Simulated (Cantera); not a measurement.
A Cantera script and what it prints.

```python
import numpy as np
import cantera as ct

gas_names = [...]  # 139 gases of nasa_gas.yaml made of C, H, N, O, Ti
cond_names = """
    C(gr) C6H6(L) C7H8(L) C8H18(L),n-octa H2O(s) H2O(L) Ti(a) Ti(b) Ti(L) TiC(s) TiC(L) TiN(s) TiN(L)
    TiO(a) TiO(b) TiO(L) TiO2(ru) TiO2(L) Ti2O3(a) Ti2O3(b) Ti2O3(L) Ti3O5(a) Ti3O5(b) Ti3O5(L) Ti4O7(s)
    Ti4O7(L)
""".split()


# ... load() reads the species with a 1 bar reference pressure and builds the phases ...
atoms = {
    'Ti(OiPr)4': {'Ti': 1, 'C': 12, 'H': 28, 'O': 4},
    'N2': {'N': 2},
    'H2': {'H': 2},
    'H2O': {'H': 2, 'O': 1},
}
top_T = {'C(gr)': 4500}  # K; cautious upper limits of use, not melting points


# ... equilibrate(T, P, feed) seeds the gas with the atoms and calls Mixture.equilibrate('TP', solver="vcs", rtol=1e-11, max_steps=5000) ...
results = []
T = 2148.15  # K
P = 133.322  # Pa
for m in [1.6, 2, 2.6, 3.3, 4.2, 5.4, 6.9]:
    feed = {'Ti(OiPr)4': 1, 'N2': 0.37, 'H2': 20, 'H2O': m}  # mol
    mix = equilibrate(T, P, feed)
    results.append((T, P, feed, dict(zip(mix.species_names, mix.species_moles))))

top = {s: max(r[3][s] / sum(r[3][g] for g in gas_names) for r in results) for s in gas_names}
cols = sorted((s for s in top if top[s] > 0.001), key=lambda s: -top[s])[:5]
seen = [c for c in cond_names if any(r[3].get(c, 0) > 1e-12 for r in results)]
print("log10 of partial pressures in bar; condensed amounts in mol")
print(f"{'n(H2O)':>10s}" + "".join(f"{s[:9]:>10s}" for s in cols + seen))
for T, P, feed, n in results:
    ng = sum(n[g] for g in gas_names)
    print(f"{feed['H2O']:10.4g}" + "".join(f"{np.log10(max(n[s] / ng * P / 1e5, 1e-99)):10.3f}" for s in cols)
          + "".join(f"{n.get(c, 0):10.4g}" for c in seen))
```

Output:

```
log10 of partial pressures in bar; condensed amounts in mol
    n(H2O)        H2        CO         H        N2       HCN     C(gr)    TiC(s)
       1.6    -2.994    -3.768    -3.876    -5.004    -5.595     5.182    0.9996
         2    -2.997    -3.746    -3.878    -5.013    -5.601      4.78    0.9996
       2.6    -3.002    -3.717    -3.881    -5.025    -5.609     4.177    0.9996
       3.3    -3.007    -3.687    -3.883    -5.039    -5.619     3.474    0.9996
       4.2    -3.014    -3.653    -3.887    -5.057    -5.631      2.57    0.9996
       5.4    -3.023    -3.615    -3.891    -5.079    -5.647     1.364    0.9996
       6.9    -3.031    -3.576    -3.895    -5.079    -5.905         0    0.9992
```

Cantera equilibrium calculation (NASA polynomials, part measured and part estimated; ideal gas, pure solids and liquids). The feed counts by its element totals alone. TiC: taken at fixed stoichiometry.
